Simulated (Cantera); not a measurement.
An adiabatic, constant-volume homogeneous reactor starts with H₂ : O₂ : N₂ = 1 : 0.294 : 1.59 (molar parts), equivalence ratio 1.7, at 1550 K and 0.690 bar. Integrator tolerance rtol = 1e-08.

Detailed kinetics in Cantera: the H2/O2 subset of GRI-Mech 3.0, which has no nitrogen chemistry.

### Question
What does this change do: pressure from 0.690 bar to 4.40 bar?

### Answer
| quantity | before | after |
|---|---|---|
| time of steepest temperature rise | 20.3 µs | 3.27 µs |
| temperature at 0.200 s | 2864 K | 3018 K |
| equilibrium temperature | 2864 K | 3018 K |
| x(H₂) at 0.200 s | 0.148 (gas-phase equilibrium 0.148) | 0.152 (gas-phase equilibrium 0.152) |
| x(O₂) at 0.200 s | 0.00122 (gas-phase equilibrium 0.00122) | 0.000556 (gas-phase equilibrium 0.000556) |
| x(OH) at 0.200 s | 0.0147 (gas-phase equilibrium 0.0147) | 0.0108 (gas-phase equilibrium 0.0108) |
| x(H₂O) at 0.200 s | 0.201 (gas-phase equilibrium 0.201) | 0.210 (gas-phase equilibrium 0.210) |
| x(HO₂) at 0.200 s | 1.02e-6 (gas-phase equilibrium 1.02e-6) | 1.24e-6 (gas-phase equilibrium 1.24e-6) |
The hydrogen kinetics of GRI-Mech 3.0 are dated; newer H2 mechanisms differ, most at raised pressure. Above 3000 K some thermodynamic fits are extrapolated.

### Question
What does this change do: H2 1 to 1.3 parts?

### Answer
```tsv
quantity	before	after
time of steepest temperature rise	20.3 µs	21.1 µs
temperature at 0.200 s	2864 K	2799 K
equilibrium temperature	2864 K	2799 K
x(H₂) at 0.200 s	0.148 (gas-phase equilibrium 0.148)	0.228 (gas-phase equilibrium 0.228)
x(O₂) at 0.200 s	0.00122 (gas-phase equilibrium 0.00122)	0.000283 (gas-phase equilibrium 0.000283)
x(OH) at 0.200 s	0.0147 (gas-phase equilibrium 0.0147)	0.00847 (gas-phase equilibrium 0.00847)
x(H₂O) at 0.200 s	0.201 (gas-phase equilibrium 0.201)	0.189 (gas-phase equilibrium 0.189)
x(HO₂) at 0.200 s	1.02e-6 (gas-phase equilibrium 1.02e-6)	2.87e-7 (gas-phase equilibrium 2.87e-7)
```
